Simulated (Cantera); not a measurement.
Input: 1 mol Pb, 0.035 mol O2, 0.6 mol N2, at 277 °C and 150 Pa.

Cantera equilibrium calculation (NASA polynomials, part measured and part estimated; ideal gas, pure solids and liquids). Candidate condensed phases: Pb, PbO, PbO2, Pb3O4; 12 gas species. Rates play no part.

Base state: N2 1.00 (mole fractions); condensed: Pb(s) + PbO(red).

Q: What changes in the equilibrium state with this change: temperature from 277 °C to 1350 °C?

A: 
```
species        before     after
-------------  ------  --------
Pb              <1e-9     0.582
N2               1.00     0.375
PbO             <1e-9    0.0428
O2              <1e-9  0.000413
NO              <1e-9   6.53e-5
Pb(s), mol      0.930         0
PbO(red), mol  0.0700         0
```

Q: What changes in the equilibrium state with this change: Pb replaced by Hg?

A: 
```csv
species,before,after
Hg,0,0.612
N2,1.00,0.367
O2,<1e-9,0.0214
"Pb(s), mol",0.930,0
"PbO(red), mol",0.0700,0
```
Further candidate phases: Hg, HgO.
